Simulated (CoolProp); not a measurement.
R1336mzz(E) along the isobar 1.7 MPa: fugacity coefficient from the reference equation and from simpler models built on Tc = 130.4 °C, pc = 2.779 MPa, ω = 0.413; each cubic takes its own stable root.

The numbers come from the reference Helmholtz-energy equation of state, Akasaka 2023 in CoolProp.

```csv
T (°C),phase,reference,van der Waals,Soave-Redlich-Kwong,Peng-Robinson
-0.75,liquid,0.04346,0.2664,0.04415,0.04395
16.45,liquid,0.08486,0.3484,0.08652,0.08528
33.75,liquid,0.1500,0.4409,0.1537,0.1504
50.95,liquid,0.2426,0.5410,0.2497,0.2434
68.15,liquid,0.3653,0.6471,0.3772,0.3667
85.35,liquid,0.5173,0.7556,0.5342,0.5189
102.65,liquid,0.6947,0.7837,0.7141,0.6939
119.85,gas,0.7657,0.8069,0.7766,0.7588
```

At some of these states van der Waals gives the other phase, because its saturation line lies elsewhere.
